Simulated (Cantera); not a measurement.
Feed: 1 mol Al₂O₃, 64 mol H₂, at 1750 K and 101000 Pa.

These are equilibrium values from Cantera (NASA tables, ideal gas, pure condensed phases), not measurements of a reactor. Candidate condensed phases: Al, Al₂O₃, H₂O; 19 gas species. Equilibrium is a limit: real reactors are often held back by kinetics, nucleation or transport.

Base state: H₂ 1.000, H 0.000231 (mole fractions); condensed: Al₂O₃(s).

Task: What changes in the equilibrium state with this change: pressure from 101000 Pa to 2800 Pa?

Result: 
```tsv
species	before	after
H₂	1.000	0.999
H	0.000231	0.00139
H₂O	7.46e-6	2.68e-5
Al	2.59e-6	1.37e-5
Al₂O₃(s), mol	1.000	0.999
```
